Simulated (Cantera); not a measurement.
Source: NASA polynomial tables (part measured, part estimated), evaluated in Cantera. Values are per mole of reaction as written; species without (g) are pure solids or liquids, kept so even where they would boil at 1 bar.

Q: Between 975 and 2475 K, where is each reaction favourable under standard conditions?
- B3O3F3(g) + 3 NO(g) + 3 F2(g) → 3 NO2(g) + 3 BF3(g)

A: 
- B3O3F3(g) + 3 NO(g) + 3 F2(g) → 3 NO2(g) + 3 BF3(g): ΔG° is -1103 kJ at 975 K and -899 kJ at 2475 K; it stays negative (K > 1). ΔH° is -1246 kJ and ΔS° -141 J/K at 2475 K.
